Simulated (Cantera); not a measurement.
Charge: 1 mol Ti, 0.058 mol C₃H₈, held at 2098 K and 0.360 bar.

Cantera equilibrium calculation (NASA polynomials, part measured and part estimated; ideal gas, pure solids and liquids). Mutual solubility and eutectic melting of coexisting phases are not modelled. TiC: taken at fixed stoichiometry. Condensed phases not in the tables: N, O or C dissolved in the metal. Rates play no part.

```tsv
species	before	after
H₂	0.995	1.00
H	0.00512	1.24e-7
Ti	9.41e-5	<1e-9
Ti(l), mol	0.826	0
TiC(s), mol	0.174	0.174
Ti(α), mol	0	0.826
```
Gas species are given as mole fractions.

**Question.** What was changed between the two runs?
A. pressure from 0.360 bar to 17.0 Pa
B. temperature from 2098 K to 2023 K
C. temperature from 2098 K to 1150 K
D. pressure from 0.360 bar to 13.3 mbar

**Answer.** C, temperature from 2098 K to 1150 K
